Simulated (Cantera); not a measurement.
An isothermal, constant-pressure homogeneous reactor starts with CO : O₂ : H₂O : N₂ = 0.011 : 0.02 : 0.0028 : 1 (molar parts), equivalence ratio 0.27, at 1348 K and 1.70 bar. Integrator tolerance rtol = 1e-08.

Detailed kinetics in Cantera: GRI-Mech 3.0 (53 species, 325 reactions).

Problem. What does this change do: H2O 0.0028 to 0.016 parts?

Solution. 
```csv
quantity,before,after
x(CO) at 6.00 s,2.69e-8 (gas-phase equilibrium 2.69e-8),2.67e-8 (gas-phase equilibrium 2.68e-8)
x(O₂) at 6.00 s,0.0141 (gas-phase equilibrium 0.0140),0.0139 (gas-phase equilibrium 0.0138)
x(H₂O) at 6.00 s,0.00272 (gas-phase equilibrium 0.00272),0.0154 (gas-phase equilibrium 0.0154)
x(NO₂) at 6.00 s,3.36e-9 (gas-phase equilibrium 4.66e-7),1.55e-9 (gas-phase equilibrium 4.57e-7)
x(CO₂) at 6.00 s,0.0107 (gas-phase equilibrium 0.0107),0.0106 (gas-phase equilibrium 0.0106)
x(NO) at 6.00 s,1.11e-6 (gas-phase equilibrium 0.000154),5.17e-7 (gas-phase equilibrium 0.000152)
x(N₂O) at 6.00 s,1.45e-8 (gas-phase equilibrium 1.45e-8),1.43e-8 (gas-phase equilibrium 1.42e-8)
```

Problem. What does this change do: N2 1 to 3.7 parts?

Solution. 
```
quantity                                            before                                      after
----------------  ----------------------------------------  -----------------------------------------
x(CO) at 6.00 s    2.69e-8 (gas-phase equilibrium 2.69e-8)    1.42e-8 (gas-phase equilibrium 1.42e-8)
x(O₂) at 6.00 s      0.0141 (gas-phase equilibrium 0.0140)    0.00389 (gas-phase equilibrium 0.00385)
x(H₂O) at 6.00 s   0.00272 (gas-phase equilibrium 0.00272)  0.000751 (gas-phase equilibrium 0.000751)
x(NO₂) at 6.00 s   3.36e-9 (gas-phase equilibrium 4.66e-7)    1.14e-9 (gas-phase equilibrium 1.29e-7)
x(CO₂) at 6.00 s     0.0107 (gas-phase equilibrium 0.0107)    0.00295 (gas-phase equilibrium 0.00295)
x(NO) at 6.00 s   1.11e-6 (gas-phase equilibrium 0.000154)    7.12e-7 (gas-phase equilibrium 8.17e-5)
x(N₂O) at 6.00 s   1.45e-8 (gas-phase equilibrium 1.45e-8)    7.84e-9 (gas-phase equilibrium 7.75e-9)
```
